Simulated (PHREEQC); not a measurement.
Dissolve 14 mmol/kgw HF, 4.6 mmol/kgw H2SiF6, 20 mmol/kgw H3BO3 and 40 mmol/kgw HNO3 at 50 °C. Closed to the air; pH follows from the charge balance.

Equilibrium calculation in PHREEQC: ion-association model, wateq4f.dat.

Each row changes one thing in this solution. This is a speciation only: nothing precipitates in the calculation.

```tsv
case	pH	ionic strength (mol/kgw)	HF (mol/kgw)	BF4- (mol/kgw)	H4SiO4 (mol/kgw)	SiF6-2 (mol/kgw)	SI of SiO2(a) (SiO2)
as made	1.38	0.0502	0.00768	0.00646	0.00362	0.000982	+0.09
HNO3 from 0.04 to 0.036 mol/kgw	1.41	0.0463	0.00756	0.00645	0.00360	0.00100	+0.08
temperature from 50 to 15 °C	1.36	0.0541	0.00334	0.00477	[?]	0.00292	+0.03
temperature from 50 to 85 °C	1.41	0.0469	0.0159	[?]	0.00448	0.000124	-0.04
HNO3 left out	2.03	0.0117	0.00543	0.00612	0.00319	0.00141	+0.03
```

Question: Some entries are withheld; supply them.

Answer: 
- temperature from 50 to 15 °C, H4SiO4 (mol/kgw): 0.00168
- temperature from 50 to 85 °C, BF4- (mol/kgw): 0.00568

Complexes and solids missing from the database can't appear. Some of these states are supersaturated (in SiO2(a), Quartz (slow to form), Chalcedony (slow to form), for instance). At this temperature some constants are extrapolated from 25 °C, and those without enthalpy data are left unchanged. SiF6-2 is the database's only silicon fluoride. Real BF4- forms and hydrolyses slowly; the run takes it at equilibrium.
